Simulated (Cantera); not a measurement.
A closed system holds: 1 mol SiH2Cl2, 0.0066 mol C2H4, a varied amount of H2, equilibrated at 2098.15 K and 0.00300 bar.

Method: chemical equilibrium by Gibbs-energy minimisation in Cantera with the NASA 1993 tables (ideal gas, pure condensed phases). Candidate condensed phases: C, C6H6, C7H8, C8H18, Si, SiC; 109 gas species. The tables' values for SiCl are old estimates; treat these amounts as uncertain. Gases not in the tables: Si2H6 and higher silanes. The numbers say what is thermodynamically allowed, not how fast it happens.

x: gas mole fraction; nothing condenses.

```json
[
 {"n(H2) (mol)": "130", "x H2": "0.924", "x H": "0.0541", "x HCl": "0.0138", "x Si": "0.00678", "x Cl": "…"},
 {"n(H2) (mol)": "300", "x H2": "0.936", "x H": "0.0544", "x HCl": "0.00613", "x Si": "0.00305", "x Cl": "…"},
 {"n(H2) (mol)": "480", "x H2": "0.939", "x H": "0.0545", "x HCl": "0.00385", "x Si": "0.00193", "x Cl": "…"},
 {"n(H2) (mol)": "650", "x H2": "0.941", "x H": "0.0546", "x HCl": "0.00285", "x Si": "0.00143", "x Cl": "…"},
 {"n(H2) (mol)": "830", "x H2": "0.942", "x H": "0.0546", "x HCl": "0.00224", "x Si": "0.00112", "x Cl": "…"},
 {"n(H2) (mol)": "1000", "x H2": "0.942", "x H": "0.0546", "x HCl": "0.00186", "x Si": "0.000935", "x Cl": "…"},
 {"n(H2) (mol)": "1200", "x H2": "0.943", "x H": "0.0546", "x HCl": "0.00155", "x Si": "0.000780", "x Cl": "…"},
 {"n(H2) (mol)": "1400", "x H2": "0.943", "x H": "0.0546", "x HCl": "0.00133", "x Si": "0.000669", "x Cl": "5.66e-5"},
 {"n(H2) (mol)": "1500", "x H2": "0.943", "x H": "0.0546", "x HCl": "0.00124", "x Si": "0.000625", "x Cl": "5.29e-5"},
 {"n(H2) (mol)": "1700", "x H2": "0.944", "x H": "0.0546", "x HCl": "0.00109", "x Si": "0.000552", "x Cl": "…"},
 {"n(H2) (mol)": "1900", "x H2": "0.944", "x H": "0.0546", "x HCl": "0.000980", "x Si": "0.000494", "x Cl": "…"}
]
```

Q: Some entries are withheld; supply them.

A: 
- 130, x Cl: 0.000594
- 300, x Cl: 0.000262
- 480, x Cl: 0.000164
- 650, x Cl: 0.000122
- 830, x Cl: 9.54e-5
- 1000, x Cl: 7.92e-5
- 1200, x Cl: 6.60e-5
- 1700, x Cl: 4.67e-5
- 1900, x Cl: 4.17e-5
